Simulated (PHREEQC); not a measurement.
**Copper plating or etch bath**

Make-up at 20 °C: 0.012 mol Cu(NO3)2, 0.00094 mol HBF4 and 0.21 mol KCl per kg of water. Closed to the air; pH follows from the charge balance.

Equilibrium calculation in PHREEQC: ion-association model, phreeqc.dat.

Each row changes one thing in this solution. This is a speciation only: nothing precipitates in the calculation.

| case | pH | ionic strength (mol/kgw) | HF (mol/kgw) | F- (mol/kgw) | H3BO3 (mol/kgw) | BF4- (mol/kgw) | SI of Sylvite (KCl) |
|---|---|---|---|---|---|---|---|
| as made | 2.90 | 0.244 | 0.00140 | 0.00124 | 0.000650 | 0.000208 | -2.54 |
| Cu(NO3)2 left out | 2.91 | 0.212 | 0.00143 | 0.00125 | 0.000643 | 0.000214 | -2.53 |
| temperature from 20 to 5 °C | 2.88 | 0.246 | 0.00115 | 0.00125 | 0.000588 | 0.000267 | -2.45 |
| Cu(NO3)2 from 0.012 to 0.024 mol/kgw | 2.89 | 0.278 | 0.00138 | 0.00122 | 0.000656 | 0.000203 | -2.56 |
| diluted 2-fold with water | 3.08 | 0.123 | 0.000785 | 0.000947 | 0.000436 | 1.71e-5 | -3.08 |
| Cu(NO3)2 replaced by Zn(NO3)2 at the same molality | 2.90 | 0.244 | 0.00141 | 0.00125 | 0.000648 | 0.000209 | -2.54 |
| temperature from 20 to 90 °C | 3.10 | 0.230 | 0.00263 | 0.000953 | 0.000892 | 1.20e-5 | -2.89 |

At this temperature some constants are extrapolated from 25 °C, and those without enthalpy data are left unchanged. Real BF4- forms and hydrolyses slowly; the run takes it at equilibrium.
